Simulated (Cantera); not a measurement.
A perfectly stirred reactor is fed with H2 : O2 : N2 = 1 : 0.455 : 1.71 (molar parts), equivalence ratio 1.1, at 4.34 atm; it is adiabatic with a 500 K inlet, and is followed from long to short residence time, starting on the burning branch (τ in s: 0.073, 0.029, 0.012, 0.0047, 0.0019, 0.00076, 0.0003, 0.00012, 4.9e-05, 2e-05).

Cantera simulation using the H2/O2 subset of GRI-Mech 3.0, which has no nitrogen chemistry; the numbers are that mechanism's predictions, not measurements. The hydrogen kinetics of GRI-Mech 3.0 are dated; newer H2 mechanisms differ, most at raised pressure.

x: mole fraction; the columns are a selection and need not sum to one.

```tsv
τ (s)	T (K)	x H2	x O2	x HO2	x O	x H2O2	x OH
0.073	2555	0.0369	0.00111	8.50e-7	0.000305	1.81e-7	0.00579
0.029	2553	0.0370	0.00115	8.87e-7	0.000315	1.86e-7	0.00587
0.012	2550	0.0373	0.00125	9.73e-7	0.000338	1.97e-7	0.00606
0.0047	2541	0.0379	?	?	?	?	0.00650
0.0019	2525	0.0390	0.00198	1.67e-6	0.000516	2.75e-7	0.00732
0.00076	2494	0.0411	0.00291	2.69e-6	0.000771	3.63e-7	0.00870
0.00030	2442	0.0444	0.00449	4.75e-6	0.00127	4.94e-7	0.0106
0.00012	2365	0.0489	0.00687	8.54e-6	0.00215	6.68e-7	0.0128
4.9e-5	2258	0.0543	0.0101	1.52e-5	0.00351	9.09e-7	0.0147
2.0e-5	2119	?	?	?	?	?	0.0157
```

Fill in the missing entries.


- 0.0047, x O2: 0.00149
- 0.0047, x HO2: 1.19e-6
- 0.0047, x O: 0.000394
- 0.0047, x H2O2: 2.24e-7
- 2.0e-5, x H2: 0.0603
- 2.0e-5, x O2: 0.0144
- 2.0e-5, x HO2: 2.66e-5
- 2.0e-5, x O: 0.00537
- 2.0e-5, x H2O2: 1.32e-6
